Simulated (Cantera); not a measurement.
Input: 1 mol Si₃N₄, 0.64 mol CO₂, 760 mol H₂, equilibrated at 7.80 bar.

Cantera equilibrium calculation (NASA polynomials, part measured and part estimated; ideal gas, pure solids and liquids). Candidate condensed phases: C, C₆H₆, C₇H₈, C₈H₁₈, H₂O, Si, SiC, SiO₂, Si₂N₂O, Si₃N₄; 151 gas species. Mutual solubility and eutectic melting of coexisting phases are not modelled. Gases not in the tables: Si₂H₆ and higher silanes. Equilibrium is a limit: real reactors are often held back by kinetics, nucleation or transport.

**Question.** Which condensed phases are stable at each of these points (T (°C)): 802, 902, 1002, 1102, 1202, 1302, 1402, 1502, 1602, 1702, 1802, 1902?

**Answer.** 
| T (°C) | condensed phases | Si condensed (%) |
|---|---|---|
| 802 | Si₂N₂O(s) + Si₃N₄(s) | 100.0 |
| 902 | Si₂N₂O(s) + Si₃N₄(s) | 100.0 |
| 1002 | Si₂N₂O(s) + Si₃N₄(s) | 100.0 |
| 1102 | Si₂N₂O(s) + Si₃N₄(s) | 100.0 |
| 1202 | Si₂N₂O(s) + Si₃N₄(s) | 100.0 |
| 1302 | Si₂N₂O(s) + Si₃N₄(s) | 100.0 |
| 1402 | SiC(s) + Si₂N₂O(s) + Si₃N₄(s) | 99.8 |
| 1502 | SiC(s) + Si₂N₂O(s) | 98.6 |
| 1602 | Si(l) + SiC(s) + Si₂N₂O(s) | 89.4 |
| 1702 | Si(l) + SiC(s) | 64.0 |
| 1802 | Si(l) + SiC(s) | 65.8 |
| 1902 | Si(l) | 62.4 |

From 802 °C to 1302 °C the condensed part is Si₂N₂O(s) + Si₃N₄(s). At 1402 °C the condensed part is SiC(s) + Si₂N₂O(s) + Si₃N₄(s). At 1502 °C the condensed part is SiC(s) + Si₂N₂O(s). At 1602 °C the condensed part is Si(l) + SiC(s) + Si₂N₂O(s). From 1702 °C to 1802 °C the condensed part is Si(l) + SiC(s). At 1902 °C the condensed part is Si(l).
